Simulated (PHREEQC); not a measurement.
1 kg of water holding 0.35 mol/kgw MgCl2 and 0.074 mol/kgw LiCl is evaporated at 30 °C; the solids stay in contact with the brine. CO2 from the air is kept out. The run lets Bischofite, Brucite, MgCl2_4H2O precipitate or redissolve, and no other solid.

Equilibrium calculation in PHREEQC: Pitzer model, pitzer.dat.

Predict ionic strength, water activity at water left (kg) = 0.1711, 0.1156, 0.06418.


```tsv
water left (kg)	ionic strength	water activity
0.1711	6.57	0.816
0.1156	9.72	0.672
0.06418	17.5	0.301
```
